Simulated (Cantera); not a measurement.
# Reactions in the system C-H-O-Ta

Standard-state values (1 bar) from the NASA 1993 polynomials, evaluated with Cantera. Values are per mole of reaction as written; species without (g) are pure solids or liquids, kept so even where they would boil at 1 bar.

4 C3H8(g) + Ta + 2 H2O(g) ⇌ TaO2(g) + 6 C2H6(g)

| T (K) | ΔH° (kJ) | ΔS° (J/K) | ΔG° (kJ) | log10 K |
|---|---|---|---|---|
| 300 | 198.4 | 155.0 | 151.9 | -26.44 |
| 1073 | 179.5 | 122.1 | 48.5 | -2.36 |
| 1098 | 179.1 | 121.7 | 45.5 | -2.16 |
| 1123 | 178.7 | 121.3 | 42.4 | -1.97 |
| 1148 | 178.2 | 121.0 | 39.4 | -1.79 |
| 1173 | 177.8 | 120.6 | 36.4 | -1.62 |
| 1198 | 177.4 | 120.2 | 33.4 | -1.45 |
| 1223 | 177.0 | 119.9 | 30.4 | -1.30 |
| 1248 | 176.6 | 119.6 | 27.4 | -1.15 |
| 1273 | 176.2 | 119.2 | 24.4 | -1.00 |
